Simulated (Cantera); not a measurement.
Input (Python, Cantera) and output of one run.

```python
import numpy as np
import cantera as ct

gas_names = """
    C CH CH2 CH3 CH2OH CH3O CH4 CH3OH CN CO CO2 COOH C2 C2H CHCO,ketyl C2H2,acetylene C2H2,vinylidene
    CH2CO,ketene C2H3,vinyl CH3CN CH3CO,acetyl C2H4 C2H4O,ethylen CH3CHO,ethanal CH3COOH (HCOOH)2 C2H5
    C2H6 CH3OCH3 C2H5OH CCN CNC C2N2 C2O C3 C3H3,propargyl C3H4,allene C3H4,propyne C3H4,cyclo-
    C3H5,allyl C3H6,propylene C3H6,cyclo- C3H6O C3H7,n-propyl C3H7,i-propyl C3H8 C3H8O,1propanol
    C3H8O,2propanol C3O2 C4 C4H2 C4H4,1,3-cyclo- C4H6,butadiene C4H6,2-butyne C4H6,cyclo- C4H8,1-butene
    C4H8,cis2-buten C4H8,tr2-butene C4H8,isobutene C4H8,cyclo- (CH3COOH)2 C4H9,n-butyl C4H9,i-butyl
    C4H9,s-butyl C4H9,t-butyl C4H10,isobutane C4H10,n-butane C4N2 C5 C5H6,1,3cyclo- C5H8,cyclo-
    C5H10,1-pentene C5H10,cyclo- C5H11,pentyl C5H11,t-pentyl C5H12,n-pentane C5H12,i-pentane
    CH3C(CH3)2CH3 C6H2 C6H5,phenyl C6H5O,phenoxy C6H6 C6H5OH,phenol C6H10,cyclo- C6H12,1-hexene
    C6H12,cyclo- C6H13,n-hexyl C7H7,benzyl C7H8 C7H8O,cresol C7H14,1-heptene C7H15,n-heptyl
    C7H16,n-heptane C8H8,styrene C8H10,ethylbenz C8H16,1-octene C8H17,n-octyl C8H18,isooctane
    C8H18,n-octane C9H19,n-nonyl C10H8,naphthale C10H21,n-decyl C12H9,o-bipheny C12H10,bipheny H HCN HCO
    HCCN HNC HNCO HNO HNO2 HNO3 HO2 H2 HCHO,formaldehy HCOOH H2O H2O2 N NCO NH NH2 NH3 NH2OH NO NO2 NO3
    N2 N2H2 N2H4 N2O O OH O2 O3 Si SiC SiC2 SiC4H12 SiH SiH2 SiH3 SiH4 SiN SiO SiO2 Si2 Si2C Si2N Si3
""".split()
cond_names = """
    C(gr) C6H6(L) C7H8(L) C8H18(L),n-octa H2O(s) H2O(L) Si(cr) Si(L) SiC(b) SiO2(Lqz) SiO2(hqz) SiO2(L)
    Si2N2O(s) Si3N4(a)
""".split()


def load(file, names, dense=False):
    # The tables refer to 1 bar. Condensed volumes are neglected.
    table = {s.name: s for s in ct.Species.list_from_file(file)}
    out = []
    for n in names:
        d = dict(table[n].input_data)
        d["thermo"] = dict(d["thermo"], **{"reference-pressure": 1e5})
        if dense:
            d["equation-of-state"] = {"model": "constant-volume", "density": "1e6 g/cm^3"}
        out.append(ct.Species.from_dict(d))
    return out


gas = ct.Solution(thermo="ideal-gas", species=load("nasa_gas.yaml", gas_names))
cond = {s.name: ct.Solution(thermo="fixed-stoichiometry", species=[s], name=s.name)
        for s in load("nasa_condensed.yaml", cond_names, dense=True)}
atoms = {
    'TEOS': {'Si': 1, 'C': 8, 'H': 20, 'O': 4},
    'CO2': {'C': 1, 'O': 2},
    'N2O': {'N': 2, 'O': 1},
}
top_T = {'C(gr)': 4500, 'SiC(b)': 3050, 'Si2N2O(s)': 2100, 'Si3N4(a)': 2400}  # K; cautious upper limits of use, not melting points


def equilibrate(T, P, feed):
    n = {}
    for name, mol in feed.items():
        for a, k in atoms[name].items():
            n[a] = n.get(a, 0.0) + k * mol
    gas.TPX = T, P, n
    mass = sum(n.values()) * gas.mean_molecular_weight
    gas.equilibrate("TP")
    valid = [c for c in cond.values() if c.min_temp <= T <= top_T.get(c.name, c.max_temp)]
    mix = ct.Mixture([(gas, mass / gas.mean_molecular_weight)] + [(c, 0.0) for c in valid])
    mix.T, mix.P = T, P
    mix.equilibrate("TP", solver="vcs", rtol=1e-11, max_steps=5000)
    return mix


results = []
feed = {'TEOS': 1, 'CO2': 15, 'N2O': 3.1}  # mol
P = 100000  # Pa
for T in [523, 623, 723, 823, 923, 1023, 1123, 1223, 1323, 1423, 1523]:
    mix = equilibrate(T, P, feed)
    results.append((T, P, feed, dict(zip(mix.species_names, mix.species_moles))))

top = {s: max(r[3][s] / sum(r[3][g] for g in gas_names) for r in results) for s in gas_names}
cols = sorted((s for s in top if top[s] > 0.001), key=lambda s: -top[s])[:6]
seen = [c for c in cond_names if any(r[3].get(c, 0) > 1e-12 for r in results)]
print("log10 of partial pressures in bar; condensed amounts in mol")
print(f"{'T/K':>10s}" + "".join(f"{s[:9]:>10s}" for s in cols + seen))
for T, P, feed, n in results:
    ng = sum(n[g] for g in gas_names)
    print(f"{T:10.4g}" + "".join(f"{np.log10(max(n[s] / ng * P / 1e5, 1e-99)):10.3f}" for s in cols)
          + "".join(f"{n.get(c, 0):10.4g}" for c in seen))
```

Result:

```
log10 of partial pressures in bar; condensed amounts in mol
       T/K       CO2        CO       H2O        H2        N2       CH4     C(gr) SiO2(Lqz) SiO2(hqz)
       523    -0.292    -4.139    -0.464    -2.357    -0.919    -1.687     9.334         1         0
       623    -0.284    -2.743    -0.510    -1.642    -0.923    -1.578     8.757         1         0
       723    -0.285    -1.740    -0.594    -1.165    -0.937    -1.602     7.948         1         0
       823    -0.331    -1.005    -0.755    -0.871    -0.972    -1.772      6.08         1         0
       923    -0.507    -0.503    -1.045    -0.730    -1.043    -2.094     1.348         0         1
      1023    -0.608    -0.408    -1.047    -0.730    -1.066    -3.238         0         0         1
      1123    -0.639    -0.390    -0.976    -0.766    -1.066    -4.425         0         0         1
      1223    -0.665    -0.376    -0.925    -0.801    -1.066    -5.426         0         0         1
      1323    -0.688    -0.365    -0.887    -0.832    -1.066    -6.277         0         0         1
      1423    -0.707    -0.356    -0.857    -0.860    -1.066    -7.009         0         0         1
      1523    -0.725    -0.348    -0.833    -0.885    -1.066    -7.644         0         0         1
```

Equilibrium computed with Cantera from the NASA thermochemical tables; the gas is ideal and each condensed phase is pure. The feed counts by its element totals alone. The tables hold silica as quartz up to 1696 K and as liquid above; real silica turns to tridymite and cristobalite and melts near 1996 K. Gases not in the tables: Si(OH)4.
